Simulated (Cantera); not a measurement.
Cantera run, input and output.

```python
import numpy as np
import cantera as ct

gas = ct.Solution("gri30.yaml")
gas.TPX = 700, 100000, {'CH4': 1, 'H2': 0.031, 'O2': 1.83, 'N2': 6.89, 'H2O': 0.36, 'CO2': 0.64}
flame = ct.FreeFlame(gas, width=0.04)
flame.set_refine_criteria(ratio=3, slope=0.08, curve=0.16)
flame.transport_model = "mixture-averaged"
flame.solve(loglevel=0, auto=True)
z, T = flame.grid, flame.T
thick = (T[-1] - T[0]) / np.gradient(T, z).max()
show = ['CH4', 'H2', 'O2', 'OH', 'HO2', 'CO2']
print(f"laminar burning velocity  {flame.velocity[0] * 100:.3f} cm/s")
print(f"burnt temperature         {T[-1]:.1f} K")
print(f"thermal thickness         {thick * 1e3:.4f} mm")
print(f"grid points               {len(z)}")
z0 = z[flame.heat_release_rate.argmax()]
print(f"{'z/mm':>9s}{'T/K':>9s}{'u/(m/s)':>9s}" + "".join(f"{s:>11s}" for s in show))
rows = []
for k in (-3, -2, -1.5, -1, -0.5, -0.25, 0, 0.25, 0.5, 1, 2, 4, 8):
    zz = z0 + k * thick
    rows.append([k * thick, np.interp(zz, z, T), np.interp(zz, z, flame.velocity),
                 *(np.interp(zz, z, flame.X[gas.species_index(s)]) for s in show)])
    print(f"{rows[-1][0] * 1e3:9.3f}{rows[-1][1]:9.1f}{rows[-1][2]:9.3f}" + "".join(f"{x:11.3e}" for x in rows[-1][3:]))
```

It prints:

```
laminar burning velocity  116.347 cm/s
burnt temperature         2275.6 K
thermal thickness         0.4078 mm
grid points               144
     z/mm      T/K  u/(m/s)        CH4         H2         O2         OH        HO2        CO2
   -1.224    700.2    1.165  9.287e-02  4.092e-03  1.700e-01  9.166e-12  1.444e-07  5.946e-02
   -0.816    702.6    1.172  9.242e-02  6.185e-03  1.695e-01  1.134e-09  1.662e-06  5.934e-02
   -0.612    711.6    1.190  9.137e-02  8.615e-03  1.684e-01  2.194e-08  7.639e-06  5.919e-02
   -0.408    765.9    1.288  8.658e-02  1.312e-02  1.635e-01  7.188e-07  3.984e-05  5.900e-02
   -0.204   1089.6    1.858  6.168e-02  2.067e-02  1.337e-01  2.936e-05  1.048e-04  6.076e-02
   -0.102   1448.3    2.496  3.358e-02  2.463e-02  9.546e-02  2.935e-04  1.423e-04  6.548e-02
    0.000   1791.4    3.115  7.719e-03  2.477e-02  5.078e-02  2.152e-03  7.726e-05  7.444e-02
    0.102   1931.3    3.360  5.284e-04  1.988e-02  2.561e-02  5.942e-03  1.309e-05  8.535e-02
    0.204   1969.7    3.417  1.793e-05  1.718e-02  1.742e-02  7.793e-03  5.790e-06  9.373e-02
    0.408   2012.4    3.476  3.214e-08  1.632e-02  1.346e-02  8.205e-03  4.251e-06  1.013e-01
    0.816   2066.8    3.556  4.983e-12  1.532e-02  1.103e-02  7.743e-03  3.140e-06  1.054e-01
    1.631   2129.1    3.649  9.568e-16  1.366e-02  8.456e-03  6.816e-03  2.087e-06  1.089e-01
    3.263   2187.8    3.735  6.424e-16  1.191e-02  5.861e-03  5.604e-03  1.259e-06  1.128e-01
```

Detailed kinetics in Cantera: GRI-Mech 3.0 (53 species, 325 reactions). Burning velocities carry a grid error of a few per cent, more on coarse grids.
